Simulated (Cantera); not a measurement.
A closed system holds: 1 mol Pb, 2.3 mol CO, 43 mol N2, equilibrated at 725 K and 1 atm.

Equilibrium computed with Cantera from the NASA thermochemical tables; the gas is ideal and each condensed phase is pure. Candidate condensed phases: C, Pb, PbO, PbO2, Pb3O4; 27 gas species. The numbers say what is thermodynamically allowed, not how fast it happens.

Base state: N2 0.972, CO2 0.0240, CO 0.00404 (mole fractions); condensed: C(graphite) + Pb(l).

Problem. What changes in the equilibrium state with this change: CO from 2.3 to 0.52 mol?

Solution. 
| species | before | after |
|---|---|---|
| N2 | 0.972 | 0.993 |
| CO2 | 0.0240 | 0.00507 |
| CO | 0.00404 | 0.00186 |
| C(graphite), mol | 1.06 | 0.220 |
| Pb(l), mol | 1.00 | 1.00 |

Problem. What changes in the equilibrium state with this change: temperature from 725 K to 1875 K?

Solution. 
```json
[
 {"species": "N2", "before": "0.972", "after": "0.929"},
 {"species": "CO", "before": "0.00404", "after": "0.0497"},
 {"species": "Pb", "before": "3.33e-9", "after": "0.0216"},
 {"species": "CO2", "before": "0.0240", "after": "2.58e-7"},
 {"species": "C(graphite), mol", "before": "1.06", "after": "0"},
 {"species": "Pb(l), mol", "before": "1.00", "after": "0"}
]
```
